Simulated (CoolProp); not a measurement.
A single-stage vapour-compression cycle with carbonyl sulfide: evaporating at 267.15 K (dew point), condensing at 287.15 K (bubble point), superheat 2 K, subcooling 8 K, compressor efficiency 0.8, no pressure losses. Each further row changes one setting.

Values from CoolProp's reference Helmholtz-energy equation of state, Lemmon 2006. It is a short technical equation, of lower accuracy than the large ones.

```csv
case,cooling COP,pressure ratio,discharge temperature (K),refrigerating effect (kJ/kg),volumetric capacity (kJ/m³)
as stated,10.1,1.78,311.4,262,4180
evaporating temperature 272.15 K,14.0,1.53,305.3,264,4870
condensing temperature 282.15 K,13.8,1.55,301.1,268,4280
subcooling 13 K,10.4,1.78,311.4,268,4280
superheat 12 K,9.94,1.78,322.5,269,4100
compressor efficiency 0.7,8.86,1.78,316.0,262,4180
```
